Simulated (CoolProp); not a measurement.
Vapour-liquid equilibrium of 1-butene (1) + n-butane (2) at 234.4 K; x and y are mole fractions of (1).

Computed with CoolProp (multi-fluid Helmholtz-energy mixture model, Lemmon 2005 and Bücker 2006; pair parameters Bell 2016).

```tsv
x	bubble pressure, mixture model (MPa)	bubble pressure, Raoult's law (MPa)	y, mixture model	y, Raoult's law
0.05	0.01826	0.01823	0.065	0.064
0.125	0.01870	0.01864	0.159	0.156
0.2	0.01915	0.01904	0.250	0.245
0.275	0.01961	0.01944	0.336	0.330
0.35	0.02006	0.01984	0.417	0.411
0.425	0.02050	0.02024	0.495	0.490
0.5	0.02093	0.02064	0.568	0.565
0.575	0.02134	0.02104	0.638	0.637
0.65	0.02174	0.02144	0.705	0.707
0.725	0.02212	0.02184	0.770	0.774
0.8	0.02247	0.02224	0.834	0.838
0.875	0.02281	0.02264	0.896	0.901
0.95	0.02312	0.02305	0.958	0.961
```

The largest gap from Raoult's law is +1.4 % in bubble pressure, at x = 0.575. No azeotrope shows between x = 0.05 and 0.95.

Pair parameters are fitted to limited data, so mixtures are less certain than the pure fluids.
